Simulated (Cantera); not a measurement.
A closed system holds: 1 mol NF3, 2.3 mol H2O, 0.0058 mol SO2, equilibrated at 100 Pa.

Equilibrium computed with Cantera from the NASA thermochemical tables; the gas is ideal and each condensed phase is pure. Candidate condensed phases: H2O, H2SO4, S; 62 gas species. Equilibrium is a limit: real reactors are often held back by kinetics, nucleation or transport. All values below are at 2700 K.

Base state: HF 0.407, O 0.223, H 0.196, N2 0.0695, O2 0.0382, F 0.0226, OH 0.0213, H2 0.0119 (mole fractions); condensed: gas only.

### Question
What changes in the equilibrium state with this change: NF3 replaced by H2S?

### Answer
```tsv
species	before	after
H	0.196	0.567
O	0.223	0.131
H2	0.0119	0.0995
HF	0.407	0
N2	0.0695	0
F	0.0226	0
S	0.000254	0.0589
SO	0.000416	0.0564
SO2	0.000158	0.0125
H2O	0.00506	0.0246
O2	0.0382	0.0131
OH	0.0213	0.0359
NO	0.00403	0
S2	7.09e-9	0.000381
N	1.36e-5	0
```
